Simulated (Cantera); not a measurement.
Thermodynamics of abatement and gas-phase synthesis, feed N2O + H2 + N2

A closed system holds: 1 mol N2O, a varied amount of H2, 0.21 mol N2, held at 2077 °C and 0.0130 bar.

Equilibrium computed with Cantera from the NASA thermochemical tables; the gas is ideal and each condensed phase is pure. Candidate condensed phases: H2O; 24 gas species. Equilibrium is a limit: real reactors are often held back by kinetics, nucleation or transport.

```csv
n(H2) (mol),x N2,x H2,x H2O,x O2,x H,x OH,x O,x NO
0.19,0.645,0.00449,0.0827,0.196,0.00733,0.0233,0.0257,0.0152
0.26,0.632,0.00651,0.113,0.175,0.00883,0.0264,0.0242,0.0142
0.34,0.617,0.00904,0.146,0.152,0.0104,0.0290,0.0226,0.0131
0.44,0.600,0.0126,0.186,0.126,0.0123,0.0312,0.0205,0.0117
0.58,0.577,0.0187,0.237,0.0923,0.0150,0.0326,0.0176,0.00986
0.77,0.548,0.0305,0.295,0.0541,0.0191,0.0318,0.0135,0.00736
1,0.513,0.0564,0.343,0.0214,0.0260,0.0272,0.00847,0.00448
1.3,0.463,0.121,0.349,0.00481,0.0381,0.0189,0.00402,0.00201
1.8,0.387,0.240,0.304,0.000933,0.0536,0.0117,0.00177,0.000811
2.3,0.332,0.332,0.263,0.000365,0.0630,0.00862,0.00111,0.000470
3,0.276,0.425,0.220,0.000156,0.0713,0.00637,0.000723,0.000280
```
x: gas mole fraction; nothing condenses.

From 0.19 mol H2 to 3 mol H2 nothing is condensed.
